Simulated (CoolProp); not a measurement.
Octamethylcyclotetrasiloxane (D4) along the isobar 0.229 MPa: density (kg/m³) from the reference equation and from simpler models built on Tc = 586.5 K, pc = 1.347 MPa, ω = 0.598; each cubic takes its own stable root.

Values from CoolProp's reference Helmholtz-energy equation of state, Thol 2015.

```csv
T (K),phase,reference,van der Waals,Redlich-Kwong,Soave-Redlich-Kwong,Peng-Robinson
463.6,liquid,744.8,19.50,20.13,672.5,761.8
483.2,liquid,714.3,18.51,18.98,639.3,724.9
502.7,gas,18.44,17.63,17.99,18.32,18.47
522.3,gas,17.39,16.84,17.11,17.32,17.45
541.8,gas,16.51,16.12,16.33,16.45,16.58
561.4,gas,15.73,15.46,15.63,15.69,15.80
580.9,gas,15.04,14.87,14.99,15.00,15.11
600.5,gas,14.42,14.32,14.41,14.39,14.48
620,gas,13.87,13.81,13.88,13.83,13.92
```

At some of these states van der Waals, Redlich-Kwong gives the other phase, because its saturation line lies elsewhere.
